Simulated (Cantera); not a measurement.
TiCl4 + C3H8 (titanium nitride, carbide and oxide coatings)

Input: 1 mol TiCl4, a varied amount of C3H8, equilibrated at 1273 K and 0.0100 bar.

Cantera equilibrium calculation (NASA polynomials, part measured and part estimated; ideal gas, pure solids and liquids). Candidate condensed phases: C, C6H6, C7H8, C8H18, Ti, TiC, TiCl2, TiCl3, TiCl4; 96 gas species. The tables' values for TiCl2 are old estimates; treat these amounts as uncertain. TiC: taken at fixed stoichiometry. The numbers say what is thermodynamically allowed, not how fast it happens.

```json
[
 {"n(C3H8) (mol)": "0.1", "log p H2": "-3.11", "log p HCl": "-2.47", "log p TiCl4": "-2.39", "log p TiCl3": "-2.75", "log p TiCl2": "-6.31", "log p CH4": "-8.25", "log p Cl": "-7.13", "log p H": "-7.70", "n C(graphite)": "0.233", "n TiC(s)": "0.0667"},
 {"n(C3H8) (mol)": "0.19", "log p H2": "-2.82", "log p HCl": "-2.36", "log p TiCl4": "-2.56", "log p TiCl3": "-2.88", "log p TiCl2": "-6.39", "log p CH4": "-7.66", "log p Cl": "-7.17", "log p H": "-7.56", "n C(graphite)": "0.415", "n TiC(s)": "0.155"},
 {"n(C3H8) (mol)": "0.29", "log p H2": "-2.66", "log p HCl": "-2.32", "log p TiCl4": "-2.70", "log p TiCl3": "-2.99", "log p TiCl2": "-6.46", "log p CH4": "-7.35", "log p Cl": "-7.21", "log p H": "-7.48", "n C(graphite)": "0.632", "n TiC(s)": "0.238"},
 {"n(C3H8) (mol)": "0.38", "log p H2": "-2.57", "log p HCl": "-2.30", "log p TiCl4": "-2.82", "log p TiCl3": "-3.07", "log p TiCl2": "-6.52", "log p CH4": "-7.17", "log p Cl": "-7.24", "log p H": "-7.43", "n C(graphite)": "0.836", "n TiC(s)": "0.304"},
 {"n(C3H8) (mol)": "0.48", "log p H2": "-2.50", "log p HCl": "-2.30", "log p TiCl4": "-2.93", "log p TiCl3": "-3.16", "log p TiCl2": "-6.58", "log p CH4": "-7.04", "log p Cl": "-7.26", "log p H": "-7.40", "n C(graphite)": "1.07", "n TiC(s)": "0.369"},
 {"n(C3H8) (mol)": "0.57", "log p H2": "-2.46", "log p HCl": "-2.30", "log p TiCl4": "-3.03", "log p TiCl3": "-3.23", "log p TiCl2": "-6.63", "log p CH4": "-6.95", "log p Cl": "-7.29", "log p H": "-7.38", "n C(graphite)": "1.29", "n TiC(s)": "0.422"},
 {"n(C3H8) (mol)": "0.67", "log p H2": "-2.42", "log p HCl": "-2.31", "log p TiCl4": "-3.13", "log p TiCl3": "-3.31", "log p TiCl2": "-6.68", "log p CH4": "-6.86", "log p Cl": "-7.31", "log p H": "-7.36", "n C(graphite)": "1.53", "n TiC(s)": "0.475"},
 {"n(C3H8) (mol)": "0.76", "log p H2": "-2.39", "log p HCl": "-2.31", "log p TiCl4": "-3.22", "log p TiCl3": "-3.37", "log p TiCl2": "-6.72", "log p CH4": "-6.80", "log p Cl": "-7.33", "log p H": "-7.34", "n C(graphite)": "1.76", "n TiC(s)": "0.519"},
 {"n(C3H8) (mol)": "0.85", "log p H2": "-2.36", "log p HCl": "-2.32", "log p TiCl4": "-3.30", "log p TiCl3": "-3.43", "log p TiCl2": "-6.76", "log p CH4": "-6.75", "log p Cl": "-7.36", "log p H": "-7.33", "n C(graphite)": "1.99", "n TiC(s)": "0.559"},
 {"n(C3H8) (mol)": "0.95", "log p H2": "-2.34", "log p HCl": "-2.33", "log p TiCl4": "-3.38", "log p TiCl3": "-3.50", "log p TiCl2": "-6.80", "log p CH4": "-6.71", "log p Cl": "-7.38", "log p H": "-7.32", "n C(graphite)": "2.25", "n TiC(s)": "0.600"},
 {"n(C3H8) (mol)": "1", "log p H2": "-2.33", "log p HCl": "-2.33", "log p TiCl4": "-3.43", "log p TiCl3": "-3.53", "log p TiCl2": "-6.83", "log p CH4": "-6.68", "log p Cl": "-7.39", "log p H": "-7.31", "n C(graphite)": "2.38", "n TiC(s)": "0.619"},
 {"n(C3H8) (mol)": "1.1", "log p H2": "-2.31", "log p HCl": "-2.34", "log p TiCl4": "-3.51", "log p TiCl3": "-3.59", "log p TiCl2": "-6.87", "log p CH4": "-6.64", "log p Cl": "-7.41", "log p H": "-7.30", "n C(graphite)": "2.65", "n TiC(s)": "0.654"},
 {"n(C3H8) (mol)": "1.2", "log p H2": "-2.29", "log p HCl": "-2.36", "log p TiCl4": "-3.59", "log p TiCl3": "-3.65", "log p TiCl2": "-6.91", "log p CH4": "-6.61", "log p Cl": "-7.43", "log p H": "-7.29", "n C(graphite)": "2.91", "n TiC(s)": "0.685"}
]
```
log p: log10 of the partial pressure in bar; n: condensed amount in mol.

From 0.1 mol C3H8 to 1.2 mol C3H8 the condensed part is C(graphite) + TiC(s). The main Ti-bearing gas is TiCl4 throughout. The share of Ti in condensed phases is highest at 1.2 mol C3H8 (68.5 %) and lowest at 0.1 mol C3H8 (6.7 %).
